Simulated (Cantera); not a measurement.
A Cantera script and its output.

```python
import numpy as np
import cantera as ct

gas = ct.Solution("gri30.yaml")
gas.TPX = 1900, 1333, {'CH4': 1, 'N2': 13, 'H2O': 0.039}
reactor = ct.IdealGasConstPressureReactor(gas, energy="off", clone=False)
net = ct.ReactorNet([reactor])
net.rtol, net.atol = 1e-08, 1e-18
show = ['CH4', 'H', 'H2', 'C2H6', 'CH2', 'CH3']
times = np.geomspace(0.0003, 3, 14)

steps = ct.SolutionArray(gas, extra=["t"])
rows = []
print(f"{'t/s':>10s}{'T/K':>9s}{'P/Pa':>11s}" + "".join(f"{s:>11s}" for s in show))
for t in times:
    while net.time < t:
        t_next = net.step()
        steps.append(gas.state, t=t_next)
    rows.append([np.interp(t, steps.t, y) for y in (steps.T, steps.P, *steps(*show).X.T)])
    print(f"{t:10.3e}{rows[-1][0]:9.1f}{rows[-1][1]:11.4g}" + "".join(f"{x:11.3e}" for x in rows[-1][2:]))
rate = np.gradient(steps.T, steps.t)
print("integrator steps:", len(steps.t))
if steps.T.max() > steps.T[0] + 200:
    print(f"time of steepest temperature rise: {steps.t[rate.argmax()]:.4e} s")
gas.TPX = 1900, 1333, {'CH4': 1, 'N2': 13, 'H2O': 0.039}
gas.equilibrate("TP")
print(f"equilibrium (TP): T = {gas.T:.1f} K  " + "  ".join(f"{s} {gas[s].X[0]:.3e}" for s in show))
```

Output:

```
       t/s      T/K       P/Pa        CH4          H         H2       C2H6        CH2        CH3
 3.000e-04   1900.0       1333  7.113e-02  3.616e-06  4.626e-05  2.076e-09  1.099e-08  9.582e-05
 6.093e-04   1900.0       1333  7.102e-02  3.712e-06  9.835e-05  1.408e-08  4.051e-08  1.980e-04
 1.237e-03   1900.0       1333  7.080e-02  4.138e-06  2.104e-04  7.940e-08  1.475e-07  4.043e-04
 2.513e-03   1900.0       1333  7.029e-02  5.974e-06  4.936e-04  3.834e-07  5.313e-07  8.172e-04
 5.104e-03   1900.0       1333  6.883e-02  1.397e-05  1.547e-03  1.632e-06  1.820e-06  1.613e-03
 1.037e-02   1900.0       1333  6.291e-02  4.972e-05  7.285e-03  5.470e-06  5.307e-06  2.850e-03
 2.105e-02   1900.0       1333  4.381e-02  1.739e-04  3.201e-02  8.003e-06  9.267e-06  3.229e-03
 4.275e-02   1900.0       1333  2.151e-02  3.393e-04  6.673e-02  3.201e-06  7.793e-06  1.941e-03
 8.683e-02   1900.0       1333  8.746e-03  4.925e-04  8.628e-02  7.743e-07  5.306e-06  9.532e-04
 1.763e-01   1900.0       1333  2.901e-03  6.925e-04  9.518e-02  1.369e-07  3.321e-06  4.142e-04
 3.581e-01   1900.0       1333  8.445e-04  9.658e-04  9.856e-02  1.926e-08  1.902e-06  1.644e-04
 7.273e-01   1900.0       1333  3.340e-04  1.265e-03  1.000e-01  4.493e-09  1.295e-06  8.427e-05
 1.477e+00   1900.0       1333  1.780e-04  1.525e-03  1.014e-01  1.647e-09  9.774e-07  5.346e-05
 3.000e+00   1900.0       1333  5.145e-05  1.873e-03  1.021e-01  1.815e-10  4.178e-07  1.882e-05
integrator steps: 1406
equilibrium (TP): T = 1900.0 K  CH4 1.038e-06  H 2.213e-03  H2 1.021e-01  C2H6 1.226e-13  CH2 1.178e-08  CH3 4.484e-07
```

Computed with Cantera and GRI-Mech 3.0 (53 species, 325 reactions). GRI-Mech 3.0 stops at C3 and has no aromatics, soot or wall deposition, so with more carbon than oxygen in the feed, carbon stays in small species such as C2H2 where larger ones or solid carbon would form. Radical loss at walls, strong at low pressure, is not modelled.
